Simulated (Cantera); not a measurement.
An isothermal, constant-pressure homogeneous reactor starts with 4.17 % C2H6, 95.8 % H2, at 1400 K and 1.01 bar.

Computed with Cantera and GRI-Mech 3.0 (53 species, 325 reactions). GRI-Mech 3.0 stops at C3 and has no aromatics, soot or wall deposition, so with more carbon than oxygen in the feed, carbon stays in small species such as C2H2 where larger ones or solid carbon would form.

x: mole fraction; the columns are a selection and need not sum to one.

| t (s) | x C2H6 | x H2 | x CH3 | x C2H4 | x C2H2 | x H | x CH2 |
|---|---|---|---|---|---|---|---|
| 1.00e-6 | 0.0417 | 0.958 | 8.44e-6 | 2.75e-7 | <1e-12 | 1.80e-6 | 3.74e-12 |
| 4.92e-6 | 0.0416 | 0.958 | 1.70e-5 | 3.12e-5 | 6.42e-10 | 1.21e-5 | 1.23e-10 |
| 2.42e-5 | 0.0401 | 0.958 | 5.55e-5 | 0.00106 | 6.55e-7 | 5.41e-5 | (withheld) |
| 0.000119 | 0.0263 | 0.955 | 0.000116 | 0.0108 | 0.000101 | 9.91e-5 | (withheld) |
| 0.000585 | 0.00395 | 0.949 | 3.90e-5 | 0.0249 | 0.00158 | 6.83e-5 | (withheld) |
| 0.00288 | 0.000436 | 0.948 | 1.27e-5 | 0.0234 | 0.00498 | 2.52e-5 | 2.68e-10 |
| 0.0141 | 0.000258 | 0.947 | 1.08e-5 | 0.0163 | 0.0108 | 1.96e-5 | 1.74e-10 |
| 0.0695 | 0.000158 | 0.944 | 1.00e-5 | 0.0104 | 0.0138 | 1.50e-5 | 1.20e-10 |
| 0.342 | 0.000108 | 0.936 | 1.05e-5 | 0.00733 | 0.0101 | 1.07e-5 | 8.92e-11 |
| 1.68 | 4.05e-5 | 0.924 | 9.23e-6 | 0.00282 | 0.00386 | 6.18e-6 | 4.49e-11 |
| 8.27 | 1.55e-5 | 0.919 | 8.06e-6 | 0.000861 | 0.00113 | 4.68e-6 | 2.96e-11 |
| 40.7 | 1.52e-5 | 0.919 | 8.04e-6 | 0.000834 | 0.00109 | 4.66e-6 | 2.94e-11 |
| 200 | 1.52e-5 | 0.919 | 8.04e-6 | 0.000834 | 0.00109 | 4.66e-6 | 2.94e-11 |

### Question
What belongs in the gaps?

### Answer

- 2.42e-5, x CH2: 2.26e-9
- 0.000119, x CH2: 9.47e-9
- 0.000585, x CH2: 2.09e-9
